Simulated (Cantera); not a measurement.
**Ignition delay**

Mixture: 9.15 % CH4, 1.10 % H2, 18.8 % O2, 70.9 % N2, equivalence ratio 1.0, at 4800 Torr, adiabatic and at constant volume. Ignition delay is the time to a rise of 400 K.

Model: GRI-Mech 3.0 (53 species, 325 reactions), integrated in Cantera. Below about 1000 K GRI-Mech 3.0 lacks low-temperature oxidation paths.

```
T0 (K)  delay (ms)
------  ----------
975           36.3
1050          9.80
1125          4.13
1200          2.07
1275          1.06
1350         0.544
1425         0.281
1500         0.148
1575        0.0809
1650        0.0458
```

```json
{
 "apparent activation energy between 1500 and 1650 K": "160 kJ/mol"
}
```
